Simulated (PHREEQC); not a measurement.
**Ultrapure water in contact with air or piping: an equilibrium model**

Synthetic water in mmol/kgw, 25 °C, pH 5.96, pe 12.9: Na 0.000117; K 0.000108; Ca 0.000642; Mg 0.00108; Cl 1.87e-05; S(6) 0.000671; Alkalinity (meq/kgw) 0.00239; B 2.14e-05; Zn 2.11e-06; Pb 3.06e-06.

Valence states are taken as typed.

All values are PHREEQC results (ion-association model, phreeqc.dat), not measurements.

Precipitation was switched off in this run.

Q: What ionic strength, charge-balance error does the model give?

A: ionic strength 7.21e-6 mol/kgw; charge-balance error -0.7 %.

Q: In which forms is C present?

A: CO2 71 %, HCO3- 29 % of the C.
